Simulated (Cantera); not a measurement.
Source: NASA polynomial tables (part measured, part estimated), evaluated in Cantera. Values are per mole of reaction as written; species without (g) are pure solids or liquids, kept so even where they would boil at 1 bar.

Problem. Between 300 and 725 K, where is each reaction favourable under standard conditions?
- Hg + Br₂(g) = HgBr₂
- 0.6667 Al + Br₂(g) = 0.6667 AlBr₃(g)
- Mg + Br₂(g) = MgBr₂

Solution. 
- Hg + Br₂(g) = HgBr₂: ΔG° is -155 kJ at 300 K and -102 kJ at 725 K; it stays negative (K > 1). ΔH° is -171 kJ and ΔS° -96 J/K at 725 K.
- 0.6667 Al + Br₂(g) = 0.6667 AlBr₃(g): ΔG° is -295 kJ at 300 K and -281 kJ at 725 K; it stays negative (K > 1). ΔH° is -305 kJ and ΔS° -33 J/K at 725 K.
- Mg + Br₂(g) = MgBr₂: ΔG° is -507 kJ at 300 K and -442 kJ at 725 K; it stays negative (K > 1). ΔH° is -549 kJ and ΔS° -148 J/K at 725 K.
